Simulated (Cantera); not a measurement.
Input: 1 mol S, 0.032 mol SO2, 11 mol H2, at 1748.15 K and 1.33 mbar.

Cantera equilibrium calculation (NASA polynomials, part measured and part estimated; ideal gas, pure solids and liquids). Candidate condensed phases: H2O, H2SO4, S; 19 gas species. Equilibrium is a limit: real reactors are often held back by kinetics, nucleation or transport.

Base state: H2 0.935, S2 0.0359, H2S 0.00837, SH 0.00690, H 0.00606, H2O 0.00544, S 0.00250, SO 0.000106 (mole fractions); condensed: gas only.

What changes in the equilibrium state with this change: pressure from 1.33 mbar to 21.0 mbar?


| species | before | after |
|---|---|---|
| H2 | 0.935 | 0.930 |
| H2S | 0.00837 | 0.0290 |
| S2 | 0.0359 | 0.0276 |
| S | 0.00250 | 0.000553 |
| SO | 0.000106 | 2.42e-5 |

What changes in the equilibrium state with this change: SO2 from 0.032 to 0.29 mol?


```tsv
species	before	after
H2	0.935	0.880
H2O	0.00544	0.0483
S2	0.0359	0.0451
SO2	1.85e-6	0.000184
S2O	1.02e-6	1.21e-5
```
